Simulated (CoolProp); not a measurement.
Vapour-liquid equilibrium of 1-butene (1) + n-butane (2) at 1.57 MPa; x and y are mole fractions of (1).

Computed with CoolProp (multi-fluid Helmholtz-energy mixture model, Lemmon 2005 and Bücker 2006; pair parameters Bell 2016).

```json
[
 {"x": "0.05", "bubble temperature (°C)": "101.0", "y at the bubble point": "0.056", "dew temperature at overall composition x (°C)": "101.1", "liquid density (mol/L)": "8.023"},
 {"x": "0.2", "bubble temperature (°C)": "99.6", "y at the bubble point": "0.219", "dew temperature at overall composition x (°C)": "99.8", "liquid density (mol/L)": "8.120"},
 {"x": "0.35", "bubble temperature (°C)": "98.3", "y at the bubble point": "0.377", "dew temperature at overall composition x (°C)": "98.5", "liquid density (mol/L)": "8.218"},
 {"x": "0.5", "bubble temperature (°C)": "96.9", "y at the bubble point": "0.528", "dew temperature at overall composition x (°C)": "97.2", "liquid density (mol/L)": "8.317"},
 {"x": "0.65", "bubble temperature (°C)": "95.7", "y at the bubble point": "0.674", "dew temperature at overall composition x (°C)": "95.9", "liquid density (mol/L)": "8.418"},
 {"x": "0.8", "bubble temperature (°C)": "94.6", "y at the bubble point": "0.815", "dew temperature at overall composition x (°C)": "94.7", "liquid density (mol/L)": "8.521"},
 {"x": "0.95", "bubble temperature (°C)": "93.6", "y at the bubble point": "0.954", "dew temperature at overall composition x (°C)": "93.7", "liquid density (mol/L)": "8.626"}
]
```

No azeotrope shows between x = 0.05 and 0.95.

Pair parameters are fitted to limited data, so mixtures are less certain than the pure fluids.
